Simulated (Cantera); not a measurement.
Cantera run:

```python
import numpy as np
import cantera as ct

gas_names = [...]  # 113 gases of nasa_gas.yaml made of C, H, O, Ta
cond_names = """
    C(gr) C6H6(L) C7H8(L) C8H18(L),n-octa H2O(s) H2O(L) Ta(cr) Ta(L) TaC(s) TaC(L) Ta2O5(s) Ta2O5(L)
""".split()


# ... load() reads the species with a 1 bar reference pressure and builds the phases ...
atoms = {
    'Ta2O5': {'Ta': 2, 'O': 5},
    'C': {'C': 1},
    'H2': {'H': 2},
}
top_T = {'C(gr)': 4500}  # K; cautious upper limits of use, not melting points


# ... equilibrate(T, P, feed) seeds the gas with the atoms and calls Mixture.equilibrate('TP', solver="vcs", rtol=1e-11, max_steps=5000) ...
results = []
feed = {'Ta2O5': 1, 'C': 3, 'H2': 4.1}  # mol
T = 1275  # K
for P in [10, 68, 460, 3200, 22000, 150000, 1000000]:
    mix = equilibrate(T, P, feed)
    results.append((T, P, feed, dict(zip(mix.species_names, mix.species_moles))))

top = {s: max(r[3][s] / sum(r[3][g] for g in gas_names) for r in results) for s in gas_names}
cols = sorted((s for s in top if top[s] > 1e-05), key=lambda s: -top[s])[:5]
seen = [c for c in cond_names if any(r[3].get(c, 0) > 1e-12 for r in results)]
print("log10 of partial pressures in bar; condensed amounts in mol")
print(f"{'P/Pa':>10s}" + "".join(f"{s[:9]:>10s}" for s in cols + seen))
for T, P, feed, n in results:
    ng = sum(n[g] for g in gas_names)
    print(f"{P:10.4g}" + "".join(f"{np.log10(max(n[s] / ng * P / 1e5, 1e-99)):10.3f}" for s in cols)
          + "".join(f"{n.get(c, 0):10.4g}" for c in seen))
```

Result:

```
log10 of partial pressures in bar; condensed amounts in mol
      P/Pa        H2        CO       CH4       H2O       CO2     C(gr)    TaC(s)  Ta2O5(s)
        10    -4.183    -4.464   -13.070    -7.909    -8.412         0    0.8574    0.5713
        68    -3.350    -3.632   -10.810    -6.839    -7.341         0    0.8576    0.5712
       460    -2.520    -2.802    -8.557    -5.771    -6.274         0     0.858     0.571
      3200    -1.678    -1.960    -6.271    -4.689    -5.191         0    0.8586    0.5707
   2.2e+04    -0.841    -1.123    -4.000    -3.613    -4.115         0    0.8589    0.5705
   1.5e+05     0.112    -0.724    -1.810    -2.546    -3.603     2.131    0.2373    0.8814
     1e+06     0.956    -0.724    -0.121    -1.702    -3.603     2.601   0.03243    0.9838
```

Method: chemical equilibrium by Gibbs-energy minimisation in Cantera with the NASA 1993 tables (ideal gas, pure condensed phases). Mutual solubility and eutectic melting of coexisting phases are not modelled. TaC: taken at fixed stoichiometry. Condensed phases not in the tables: Ta2C.
